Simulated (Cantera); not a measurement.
Input: 1 mol Cu2O, 4.1 mol CO, 0.5 mol H2, 3.7 mol C, at 0.133 bar.

Method: chemical equilibrium by Gibbs-energy minimisation in Cantera with the NASA 1993 tables (ideal gas, pure condensed phases). Candidate condensed phases: C, C6H6, C7H8, C8H18, Cu, CuO, Cu(OH)2, Cu2O, H2O; 113 gas species. Kinetics and transport are ignored.

Which condensed phases are stable at each of these points (T (°C)): 550, 600, 650, 700, 750, 800, 850, 900, 950, 1000, 1050, 1100?


```json
[
 {"T (°C)": "550", "condensed phases": "C(graphite) + Cu(s)", "Cu condensed (%)": "100.0"},
 {"T (°C)": "600", "condensed phases": "C(graphite) + Cu(s)", "Cu condensed (%)": "100.0"},
 {"T (°C)": "650", "condensed phases": "C(graphite) + Cu(s)", "Cu condensed (%)": "100.0"},
 {"T (°C)": "700", "condensed phases": "C(graphite) + Cu(s)", "Cu condensed (%)": "100.0"},
 {"T (°C)": "750", "condensed phases": "C(graphite) + Cu(s)", "Cu condensed (%)": "100.0"},
 {"T (°C)": "800", "condensed phases": "C(graphite) + Cu(s)", "Cu condensed (%)": "100.0"},
 {"T (°C)": "850", "condensed phases": "C(graphite) + Cu(s)", "Cu condensed (%)": "100.0"},
 {"T (°C)": "900", "condensed phases": "C(graphite) + Cu(s)", "Cu condensed (%)": "100.0"},
 {"T (°C)": "950", "condensed phases": "C(graphite) + Cu(s)", "Cu condensed (%)": "100.0"},
 {"T (°C)": "1000", "condensed phases": "C(graphite) + Cu(s)", "Cu condensed (%)": "100.0"},
 {"T (°C)": "1050", "condensed phases": "C(graphite) + Cu(s)", "Cu condensed (%)": "100.0"},
 {"T (°C)": "1100", "condensed phases": "C(graphite) + Cu(l)", "Cu condensed (%)": "100.0"}
]
```

From 550 °C to 1050 °C the condensed part is C(graphite) + Cu(s). At 1100 °C the condensed part is C(graphite) + Cu(l).
